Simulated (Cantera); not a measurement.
Source: NASA polynomial tables (part measured, part estimated), evaluated in Cantera. Values are per mole of reaction as written; species without (g) are pure solids or liquids, kept so even where they would boil at 1 bar.

a) 0.6667 B + Cl₂(g) ⇌ 0.6667 BCl₃(g)
b) Fe + Cl₂(g) ⇌ FeCl₂(g)
c) 0.6667 Ti + Cl₂(g) ⇌ 0.6667 TiCl₃

**Question.** Order these by ΔG° at 798 K, most negative first.

**Answer.** c (-365 kJ), a (-242 kJ), b (-179 kJ)
